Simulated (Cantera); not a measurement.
A closed system holds: 1 mol V₂O₅, 270 mol H₂, 0.87 mol H₂O, equilibrated at 1 atm.

Equilibrium computed with Cantera from the NASA thermochemical tables; the gas is ideal and each condensed phase is pure. Candidate condensed phases: H₂O, V, VO, V₂O₃, V₂O₄, V₂O₅; 12 gas species. Mutual solubility and eutectic melting of coexisting phases are not modelled. VO: taken at fixed stoichiometry. Condensed phases not in the tables: the oxides between V₂O₃ and V₂O₅ other than VO₂. Kinetics and transport are ignored.

x: gas mole fraction; n: condensed amount in mol.

| T (°C) | x H₂ | x H₂O | x H | x VO₂ | n V₂O₃(s) | n VO(s) | n VO(l) |
|---|---|---|---|---|---|---|---|
| 1202 | 0.989 | 0.0106 | 1.28e-5 | 3.42e-10 | 1.00 | 0 | 0 |
| 1277 | 0.989 | 0.0106 | 3.11e-5 | 2.23e-9 | 1.00 | 0 | 0 |
| 1352 | 0.989 | 0.0106 | 6.97e-5 | 1.21e-8 | 1.000 | 0 | 0 |
| 1427 | 0.989 | 0.0106 | 0.000146 | 5.65e-8 | 1.000 | 0 | 0 |
| 1502 | 0.987 | (withheld) | (withheld) | (withheld) | (withheld) | (withheld) | 0 |
| 1577 | 0.985 | 0.0143 | 0.000531 | 8.70e-7 | 0 | 2.00 | 0 |
| 1652 | 0.985 | 0.0143 | 0.000942 | 2.47e-6 | 0 | 2.00 | 0 |
| 1727 | 0.984 | 0.0143 | 0.00160 | 6.44e-6 | 0 | 2.00 | 0 |
| 1802 | 0.983 | 0.0142 | (withheld) | (withheld) | 0 | 0 | 1.99 |
| 1877 | 0.982 | 0.0142 | 0.00415 | 3.10e-5 | 0 | 0 | 1.99 |

Q: Fill in the missing entries.

A: 
- 1502, x H₂O: 0.0131
- 1502, x H: 0.000286
- 1502, x VO₂: 2.55e-7
- 1502, n V₂O₃(s): 0.324
- 1502, n VO(s): 1.35
- 1802, x H: 0.00262
- 1802, x VO₂: 1.53e-5
